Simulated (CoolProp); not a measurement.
Properties of m-xylene along the isotherm 620 K.

Model: reference Helmholtz-energy equation of state, Zhou 2012, in CoolProp.

| p (MPa) | phase | density (kg/m³) | speed of sound (m/s) | fugacity coefficient |
|---|---|---|---|---|
| 0.353 | gas | 7.546 | 216.7 | 0.9644 |
| 0.707 | gas | 15.74 | 208.6 | 0.9292 |
| 1.06 | gas | 24.68 | 199.9 | 0.8946 |
| 1.41 | gas | 34.50 | 190.6 | 0.8606 |
| 1.77 | gas | 45.87 | 180.2 | 0.8260 |
| 2.12 | gas | 58.63 | 169.0 | 0.7925 |
| 2.47 | gas | 73.82 | 156.4 | 0.7591 |
| 2.83 | gas | 93.53 | 141.4 | 0.7246 |
| 3.18 | gas | 120.4 | 123.8 | 0.6904 |
| 3.53 | gas | 171.5 | 98.85 | 0.6547 |
| 3.89 | supercritical | 390.6 | 128.5 | 0.6104 |
| 4.24 | supercritical | 421.3 | 169.0 | 0.5700 |
| 4.59 | supercritical | 438.9 | 196.3 | 0.5354 |
| 4.95 | supercritical | 452.0 | 218.3 | 0.5048 |
| 5.3 | supercritical | 462.2 | 236.4 | 0.4789 |
